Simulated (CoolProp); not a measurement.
Vapour-liquid equilibrium of CH2F2 (R32) (1) + R1234yf (2) at 18.7 bar; x and y are mole fractions of (1).

The numbers come from the multi-fluid Helmholtz-energy mixture model, Tillner-Roth 1997 and Lemmon 2022; pair parameters Bell 2023 in CoolProp.

```tsv
x	bubble temperature (°C)	y at the bubble point	dew temperature at overall composition x (°C)	liquid density (mol/L)
0.05	62.3	0.092	64.0	8.289
0.15	[?]	0.262	[?]	8.963
0.25	50.0	[?]	56.2	9.662
0.35	45.2	0.519	52.2	10.40
0.45	41.2	0.614	48.1	11.20
0.55	37.9	0.694	43.9	12.08
0.65	35.2	0.764	39.7	13.08
0.75	32.9	0.829	35.7	14.24
0.85	31.0	0.893	32.2	15.60
0.95	[?]	[?]	[?]	[?]
```

Task: Complete the blanks.

Result: 
- 0.15, bubble temperature (°C): 55.7
- 0.15, dew temperature at overall composition x (°C): 60.1
- 0.25, y at the bubble point: 0.404
- 0.95, bubble temperature (°C): 29.5
- 0.95, y at the bubble point: 0.962
- 0.95, dew temperature at overall composition x (°C): 29.7
- 0.95, liquid density (mol/L): 17.23

No azeotrope shows between x = 0.05 and 0.95.

Pair parameters are fitted to limited data, so mixtures are less certain than the pure fluids.
